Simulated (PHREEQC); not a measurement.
Solution (20 °C): 0.075 mol ZnCl2 and 0.29 mol KOH per kg of water. Closed to the air; pH follows from the charge balance.

Equilibrium calculation in PHREEQC: ion-association model, wateq4f.dat.

This is a speciation only: nothing precipitates in the calculation.

### Question
What pH, activity of water, ionic strength does the model give?

### Answer
pH 12.46; activity of water 0.991; ionic strength 0.329 mol/kgw.

### Question
In which forms is Zn present?

### Answer
Zn(OH)4-2 52 %, Zn(OH)3- 45 %, Zn(OH)2 3.4 % of the Zn.

Saturation is exceeded, for instance for Zn(OH)2-e, Zn(OH)2-a; the values hold only as long as no solid forms.
